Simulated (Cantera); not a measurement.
A perfectly stirred reactor is fed with CH₄ : H₂ : H = 0.044 : 1 : 0.0037 (molar parts), at 0.290 bar; it is held at 2250 K, and followed from long to short residence time.

Model: GRI-Mech 3.0 (53 species, 325 reactions), integrated in Cantera. GRI-Mech 3.0 stops at C3 and has no aromatics, soot or wall deposition, so with more carbon than oxygen in the feed, carbon stays in small species such as C2H2 where larger ones or solid carbon would form.

**Question.** What does this change do: temperature 2250 to 1575 K?

**Answer.** 
```
quantity                  before     after
----------------------  --------  --------
x(CH₄) at τ = 0.470 s   0.000521    0.0354
x(H₂) at τ = 0.470 s       0.966     0.961
x(H) at τ = 0.470 s       0.0135   7.55e-5
x(C₂H₄) at τ = 0.470 s   1.09e-5  0.000154
x(C₂H) at τ = 0.470 s    1.09e-5  6.97e-10
x(CH₄) at τ = 66.0 ms    0.00139    0.0399
x(H₂) at τ = 66.0 ms       0.966     0.959
x(H) at τ = 66.0 ms       0.0131   9.56e-5
x(C₂H₄) at τ = 66.0 ms   1.19e-5   9.65e-5
x(C₂H) at τ = 66.0 ms    1.03e-5  2.60e-10
```

**Question.** What does this change do: temperature 2250 to 2450 K?

**Answer.** 
```json
[
 {"quantity": "x(CH₄) at τ = 0.470 s", "before": "0.000521", "after": "0.000132"},
 {"quantity": "x(H₂) at τ = 0.470 s", "before": "0.966", "after": "0.944"},
 {"quantity": "x(H) at τ = 0.470 s", "before": "0.0135", "after": "0.0362"},
 {"quantity": "x(C₂H₄) at τ = 0.470 s", "before": "1.09e-5", "after": "4.73e-6"},
 {"quantity": "x(C₂H) at τ = 0.470 s", "before": "1.09e-5", "after": "4.85e-5"},
 {"quantity": "x(CH₄) at τ = 66.0 ms", "before": "0.00139", "after": "0.000334"},
 {"quantity": "x(H₂) at τ = 66.0 ms", "before": "0.966", "after": "0.945"},
 {"quantity": "x(H) at τ = 66.0 ms", "before": "0.0131", "after": "0.0349"},
 {"quantity": "x(C₂H₄) at τ = 66.0 ms", "before": "1.19e-5", "after": "5.06e-6"},
 {"quantity": "x(C₂H) at τ = 66.0 ms", "before": "1.03e-5", "after": "4.63e-5"}
]
```
